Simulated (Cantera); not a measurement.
What does this Cantera script print?

```python
import numpy as np
import cantera as ct

gas = ct.Solution("gri30.yaml")
gas.TPX = 525, 820000, {'C3H8': 1, 'O2': 5, 'N2': 18.8, 'H2O': 5.3}
inlet = ct.Reservoir(gas, clone=True)
gas.equilibrate("HP")  # start burning
reactor = ct.IdealGasConstPressureReactor(gas, energy="on", clone=False)
exhaust = ct.Reservoir(gas, clone=True)
tau = [0.13, 0.062, 0.03, 0.014, 0.0068, 0.0033, 0.0016, 0.00075, 0.00036, 0.00017, 8.2e-05, 3.9e-05, 1.9e-05][0]
for a, b in ((inlet, reactor), (reactor, exhaust)):
    ct.MassFlowController(a, b, mdot=lambda t: reactor.mass / tau)
net = ct.ReactorNet([reactor])
show = ['C3H8', 'O2', 'H2O', 'CH2CO', 'NO', 'CH2']

rows = []
print(f"{'tau/s':>10s}{'T/K':>9s}" + "".join(f"{s:>11s}" for s in show))
for tau in [0.13, 0.062, 0.03, 0.014, 0.0068, 0.0033, 0.0016, 0.00075, 0.00036, 0.00017, 8.2e-05, 3.9e-05, 1.9e-05]:
    net.initial_time = 0.0
    net.advance(30 * tau)
    before = gas.X
    net.advance(40 * tau)
    drift = np.max(np.abs(gas.X - before) / (gas.X + 1e-9))
    rows.append([gas.T, *gas[show].X, drift])
    print(f"{tau:10.3e}{gas.T:9.1f}" + "".join(f"{x:11.3e}" for x in gas[show].X))
```

It prints:

```
     tau/s      T/K       C3H8         O2        H2O      CH2CO         NO        CH2
 1.300e-01   2149.7  4.539e-08  2.225e-03  2.952e-01  1.140e-07  4.591e-04  2.127e-08
 6.200e-02   2147.2  9.350e-08  2.456e-03  2.949e-01  2.326e-07  3.402e-04  4.323e-08
 3.000e-02   2142.8  1.884e-07  2.789e-03  2.945e-01  4.572e-07  2.556e-04  8.493e-08
 1.400e-02   2135.6  3.884e-07  3.289e-03  2.939e-01  8.993e-07  1.967e-04  1.684e-07
 6.800e-03   2125.9  7.604e-07  3.937e-03  2.930e-01  1.644e-06  1.597e-04  3.145e-07
 3.300e-03   2112.9  1.469e-06  4.791e-03  2.919e-01  2.893e-06  1.334e-04  5.753e-07
 1.600e-03   2096.1  2.801e-06  5.897e-03  2.904e-01  4.913e-06  1.131e-04  1.033e-06
 7.500e-04   2073.4  5.441e-06  7.402e-03  2.886e-01  8.332e-06  9.567e-05  1.868e-06
 3.600e-04   2044.9  1.032e-05  9.332e-03  2.864e-01  1.388e-05  8.031e-05  3.261e-06
 1.700e-04   2006.3  2.026e-05  1.206e-02  2.837e-01  2.440e-05  6.391e-05  5.685e-06
 8.200e-05   1952.2  4.227e-05  1.619e-02  2.805e-01  4.784e-05  4.438e-05  9.717e-06
 3.900e-05    525.0  3.322e-02  1.661e-01  1.761e-01 -1.028e-17 -2.806e-20 -5.578e-34
 1.900e-05    525.0  3.322e-02  1.661e-01  1.761e-01 -4.447e-21 -1.214e-23  2.434e-36
```

Model: GRI-Mech 3.0 (53 species, 325 reactions), integrated in Cantera. GRI-Mech 3.0 was tuned for natural gas; its chemistry of propane as a main component is partial and can be far from experiment.
